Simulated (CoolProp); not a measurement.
A closed Brayton cycle with nitrogen: compressor inlet 318.15 K and 1.7 MPa, high pressure 5.27 MPa, turbine inlet 790 K, compressor efficiency 0.85, turbine efficiency 0.9, recuperator effectiveness 0.95 (on enthalpy, no pinch check). Each further row changes one setting.

Values from CoolProp's reference Helmholtz-energy equation of state, Span 2000.

```csv
case,thermal efficiency (%),net work (kJ/kg),compressor to turbine work,compressor exit (K),turbine exit (K)
as stated,26.9,58.6,0.72,461.4,602.1
turbine inlet 740 K,22.3,___,0.77,461.4,562.4
compressor inlet 328.15 K,___,___,0.74,___,602.1
high pressure 4.48 MPa,29.4,___,0.69,___,___
recuperator effectiveness 0.5,20.5,58.6,0.72,461.4,602.1
```

Some entries are withheld; supply them.


- turbine inlet 740 K, net work (kJ/kg): 45.2
- compressor inlet 328.15 K, thermal efficiency (%): 24.8
- compressor inlet 328.15 K, net work (kJ/kg): 53.8
- compressor inlet 328.15 K, compressor exit (K): 475.7
- high pressure 4.48 MPa, net work (kJ/kg): 57.1
- high pressure 4.48 MPa, compressor exit (K): 438.0
- high pressure 4.48 MPa, turbine exit (K): 626.1
